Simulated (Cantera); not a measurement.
A perfectly stirred reactor is fed with CH4 : O2 : N2 = 1 : 2.08 : 7.83 (molar parts), equivalence ratio 0.96, at 6.02 atm; it is adiabatic with a 550 K inlet, and is followed from long to short residence time, starting on the burning branch (τ in s: 0.46, 0.19, 0.075, 0.031, 0.012, 0.005, 0.002, 0.00083, 0.00034, 0.00014, 5.5e-05, 2.2e-05).

Computed with Cantera and GRI-Mech 3.0 (53 species, 325 reactions).

x: mole fraction; the columns are a selection and need not sum to one.

```tsv
τ (s)	T (K)	x CH4	x O2	x NO2	x NO	x CO2	x HCN	x H2O
0.46	2369	1.43e-7	0.00901	1.79e-6	0.00340	0.0847	3.66e-8	0.178
0.19	2369	3.45e-7	0.00910	1.70e-6	0.00322	0.0846	8.31e-8	0.178
0.075	2369	8.58e-7	0.00931	…	0.00284	0.0846	1.83e-7	0.178
0.031	2369	2.01e-6	0.00967	…	0.00227	0.0844	3.43e-7	0.178
0.012	2366	4.91e-6	0.0102	…	0.00156	0.0840	5.81e-7	0.178
0.0050	2359	1.08e-5	0.0110	…	0.00102	0.0832	8.47e-7	0.177
0.0020	2342	2.33e-5	0.0121	…	0.000655	0.0815	1.19e-6	0.176
0.00083	2315	4.65e-5	0.0137	…	0.000449	0.0789	1.61e-6	0.174
0.00034	2274	9.13e-5	0.0160	…	0.000317	0.0752	2.16e-6	0.172
0.00014	2220	0.000181	0.0191	…	0.000223	0.0703	2.85e-6	0.168
5.5e-5	2144	0.000402	0.0236	…	0.000145	0.0635	3.88e-6	0.164
2.2e-5	2039	0.00113	0.0317	…	7.52e-5	0.0525	5.70e-6	0.159
```

Problem. Complete the blanks.

Solution. 
- 0.075, x NO2: 1.52e-6
- 0.031, x NO2: 1.25e-6
- 0.012, x NO2: 8.93e-7
- 0.0050, x NO2: 6.20e-7
- 0.0020, x NO2: 4.33e-7
- 0.00083, x NO2: 3.24e-7
- 0.00034, x NO2: 2.43e-7
- 0.00014, x NO2: 1.76e-7
- 5.5e-5, x NO2: 1.16e-7
- 2.2e-5, x NO2: 6.45e-8
